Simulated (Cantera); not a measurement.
Feed: 1 mol Si, a varied amount of O2, 4.3 mol H2, at 1500 °C and 0.133 bar.

Cantera equilibrium calculation (NASA polynomials, part measured and part estimated; ideal gas, pure solids and liquids). Candidate condensed phases: H2O, Si, SiO2; 18 gas species. The tables hold silica as quartz up to 1696 K and as liquid above; real silica turns to tridymite and cristobalite and melts near 1996 K. Gases not in the tables: Si2H6 and higher silanes. Rates play no part.

Task: Which condensed phases are stable at each of these points (n(O2) (mol)): 0.0033, 0.0088, 0.023, 0.061, 0.16, 0.42, 1.1?

Result: 
| n(O2) (mol) | condensed phases | Si condensed (%) |
|---|---|---|
| 0.0033 | Si(l) | 99.3 |
| 0.0088 | Si(l) | 98.2 |
| 0.023 | Si(l) | 95.4 |
| 0.061 | Si(l) | 87.8 |
| 0.16 | Si(l) | 68.0 |
| 0.42 | Si(l) | 16.0 |
| 1.1 | SiO2(condensed) | 99.9 |

From 0.0033 mol O2 to 0.42 mol O2 the condensed part is Si(l). At 1.1 mol O2 the condensed part is SiO2(condensed).
